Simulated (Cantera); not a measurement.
Cantera run, input and output.

```python
import numpy as np
import cantera as ct

gas = ct.Solution("gri30.yaml")
gas.TPX = 2025, 3200, {'CH4': 0.022, 'H2': 1, 'H': 0.0086}
inlet = ct.Reservoir(gas, clone=True)

reactor = ct.IdealGasConstPressureReactor(gas, energy="off", clone=False)
exhaust = ct.Reservoir(gas, clone=True)
tau = [24, 4.1, 0.71, 0.12, 0.021, 0.0037, 0.00064][0]
for a, b in ((inlet, reactor), (reactor, exhaust)):
    ct.MassFlowController(a, b, mdot=lambda t: reactor.mass / tau)
net = ct.ReactorNet([reactor])
show = ['CH4', 'H2', 'H', 'C2H', 'C2H4']

rows = []
print(f"{'tau/s':>10s}{'T/K':>9s}" + "".join(f"{s:>11s}" for s in show))
for tau in [24, 4.1, 0.71, 0.12, 0.021, 0.0037, 0.00064]:
    net.initial_time = 0.0
    net.advance(30 * tau)
    before = gas.X
    net.advance(40 * tau)
    drift = np.max(np.abs(gas.X - before) / (gas.X + 1e-9))
    rows.append([gas.T, *gas[show].X, drift])
    print(f"{tau:10.3e}{gas.T:9.1f}" + "".join(f"{x:11.3e}" for x in gas[show].X))
```

Output:

```
     tau/s      T/K        CH4         H2          H        C2H       C2H4
 2.400e+01   2025.0  2.156e-04  9.788e-01  1.060e-02  2.266e-06  1.923e-06
 4.100e+00   2025.0  5.319e-04  9.790e-01  1.027e-02  2.156e-06  2.062e-06
 7.100e-01   2025.0  1.381e-03  9.792e-01  9.521e-03  1.902e-06  2.917e-06
 1.200e-01   2025.0  3.726e-03  9.790e-01  8.357e-03  1.440e-06  7.959e-06
 2.100e-02   2025.0  8.807e-03  9.772e-01  7.219e-03  8.221e-07  2.876e-05
 3.700e-03   2025.0  1.501e-02  9.744e-01  6.490e-03  2.798e-07  6.622e-05
 6.400e-04   2025.0  1.816e-02  9.730e-01  6.182e-03  5.003e-08  7.486e-05
```

Computed with Cantera and GRI-Mech 3.0 (53 species, 325 reactions). GRI-Mech 3.0 stops at C3 and has no aromatics, soot or wall deposition, so with more carbon than oxygen in the feed, carbon stays in small species such as C2H2 where larger ones or solid carbon would form. Radical loss at walls, strong at low pressure, is not modelled.
